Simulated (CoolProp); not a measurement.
Saturation properties of R236FA (Tc = 398.1 K, pc = 3.191 MPa, ω = 0.377).

The numbers come from the reference Helmholtz-energy equation of state, Pan 2012 in CoolProp.

| T (K) | p (MPa) | liquid cp (kJ/(kg K)) | vapour Z | vapour viscosity (µPa s) | liquid conductivity (mW/(m K)) |
|---|---|---|---|---|---|
| 278.2 | 0.1320 | 1.202 | 0.9439 | 10.2 | 79.0 |
| 288.6 | 0.1952 | 1.219 | 0.9262 | 10.5 | 75.9 |
| 299 | 0.2798 | 1.240 | (withheld) | 10.9 | 72.8 |
| 309.4 | 0.3898 | 1.264 | 0.8806 | 11.3 | 69.9 |
| 319.8 | 0.5302 | 1.293 | 0.8521 | 11.7 | 66.9 |
| 330.3 | 0.7079 | 1.328 | 0.8188 | 12.1 | 64.0 |
| 340.7 | 0.9249 | (withheld) | 0.7809 | 12.6 | 61.1 |
| 351.1 | (withheld) | 1.434 | 0.7373 | 13.2 | 58.1 |

### Question
Some entries are withheld; supply them.

### Answer

- 299, vapour Z: 0.9052
- 340.7, liquid cp (kJ/(kg K)): 1.373
- 351.1, p (MPa): 1.189

It boils at 271.7 K under 1 atm.

Viscosity comes from a separate model (Huber 2003), an estimate that may be off by 10 % or more. Thermal conductivity comes from a separate model (Huber 2003), an estimate that may be off by 10 % or more.
